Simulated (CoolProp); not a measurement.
Vapour-liquid equilibrium of dimethyl ether (1) + n-butane (2) at 316.1 K; x and y are mole fractions of (1).

Values from CoolProp's multi-fluid Helmholtz-energy mixture model, Wu 2011 and Bücker 2006; pair parameters Bell 2016.

| x | bubble pressure (bar) | y at the bubble point | dew pressure at overall composition x (bar) | liquid density (mol/L) |
|---|---|---|---|---|
| 0.05 | 4.568 | 0.134 | 4.269 | 9.620 |
| 0.2 | 5.784 | 0.396 | 4.833 | 10.05 |
| 0.35 | 6.782 | 0.557 | 5.536 | 10.54 |
| 0.5 | 7.613 | 0.674 | 6.406 | 11.10 |
| 0.65 | 8.318 | 0.772 | 7.438 | 11.74 |
| 0.8 | 8.927 | 0.864 | 8.513 | 12.49 |
| 0.95 | 9.447 | 0.963 | 9.386 | 13.37 |

No azeotrope shows between x = 0.05 and 0.95.

Pair parameters are fitted to limited data, so mixtures are less certain than the pure fluids.
